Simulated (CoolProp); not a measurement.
Properties of isobutene along the isotherm 276.85 °C (Tc = 144.9 °C, pc = 40.16 bar, ω = 0.193).

The numbers come from the reference Helmholtz-energy equation of state, Lemmon 2005 in CoolProp. It is a short technical equation, of lower accuracy than the large ones.

```
p (bar)          phase  speed of sound (m/s)  isothermal compressibility (1/MPa)
-------  -------------  --------------------  ----------------------------------
16.7               gas                 280.1                              0.6358
33.5               gas                 266.5                              0.3376
50.2     supercritical                 254.9                              0.2388
66.9     supercritical                 247.0                              0.1867
83.7     supercritical                 244.4                              0.1502
100      supercritical                 248.7                              0.1207
117      supercritical                 261.0                             0.09362
134      supercritical                 280.1                             0.07121
151      supercritical                 303.5                          (withheld)
167      supercritical                 327.4                             0.04284
184      supercritical                 353.2                          (withheld)
201      supercritical                 378.7                          (withheld)
```

Problem. Fill in the missing entries.

Solution. 
- 151, isothermal compressibility (1/MPa): 0.05431
- 184, isothermal compressibility (1/MPa): 0.03414
- 201, isothermal compressibility (1/MPa): 0.02790
